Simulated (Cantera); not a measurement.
Gas-phase reforming

An isothermal, constant-pressure homogeneous reactor starts with CH4 : H2O : H2 = 1 : 0.4 : 0.92 (molar parts), at 1625 K and 21.7 atm.

Computed with Cantera and GRI-Mech 3.0 (53 species, 325 reactions). GRI-Mech 3.0 stops at C3 and has no aromatics, soot or wall deposition, so with more carbon than oxygen in the feed, carbon stays in small species such as C2H2 where larger ones or solid carbon would form. The pressure lies above the range GRI-Mech 3.0 was tuned for (to about 10 atm).

```csv
t (s),x CH4,x H2O,x H2,x C2H4,x OH,x CO
0.000800,0.410,0.171,0.411,0.00555,1.30e-7,4.38e-5
0.00253,0.373,0.167,0.438,0.0117,1.33e-7,0.000167
0.00800,0.317,0.161,0.479,0.0208,1.39e-7,0.000701
0.0253,0.296,0.156,0.496,0.0238,1.41e-7,0.00271
0.0800,0.292,0.147,0.505,0.0225,1.32e-7,0.00862
0.253,0.282,0.127,0.527,0.0192,1.11e-7,0.0237
0.800,0.258,0.0885,0.571,0.0137,7.46e-8,0.0529
2.53,0.220,0.0437,0.629,0.00830,3.51e-8,0.0894
8.00,0.187,0.0111,0.674,0.00521,8.64e-9,0.117
25.3,0.175,0.000523,0.690,0.00437,4.01e-10,0.126
80.0,0.175,0.000119,0.691,0.00434,9.13e-11,0.127
```
x: mole fraction; the columns are a selection and need not sum to one.

Equilibrium at this temperature and pressure: CH4 0.175, H2O 0.000124, H2 0.691, C2H4 0.00434, OH 9.54e-11, CO 0.127 (gas phase only).
